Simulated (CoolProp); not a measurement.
Vapour-liquid equilibrium of R125 (1) + isobutane (2) at 248.7 K; x and y are mole fractions of (1).

The numbers come from the multi-fluid Helmholtz-energy mixture model, Lemmon 2005 and Bücker 2006; pair parameters Bell 2016 in CoolProp.

```csv
x,"bubble pressure, mixture model (MPa)","bubble pressure, Raoult's law (MPa)","y, mixture model","y, Raoult's law"
0.05,0.1068,0.07110,0.455,0.200
0.2,0.2019,0.1048,…,0.543
0.35,…,0.1385,0.802,0.719
0.5,0.2660,0.1723,…,0.826
0.65,…,0.2060,0.844,0.898
0.8,…,0.2397,…,0.950
0.95,0.2878,0.2734,0.946,0.989
```

Problem. What belongs in the gaps?

Solution. 
- 0.2, y, mixture model: 0.737
- 0.35, bubble pressure, mixture model (MPa): 0.2471
- 0.5, y, mixture model: 0.828
- 0.65, bubble pressure, mixture model (MPa): 0.2754
- 0.8, bubble pressure, mixture model (MPa): 0.2834
- 0.8, y, mixture model: 0.871

The largest gap from Raoult's law is +92.7 % in bubble pressure, at x = 0.2. y crosses x between x = 0.8 and 0.95: the model has an azeotrope there.

Pair parameters are fitted to limited data, so mixtures are less certain than the pure fluids. With so large a gap from Raoult's law the liquid may split in two, which this calculation doesn't test in full.
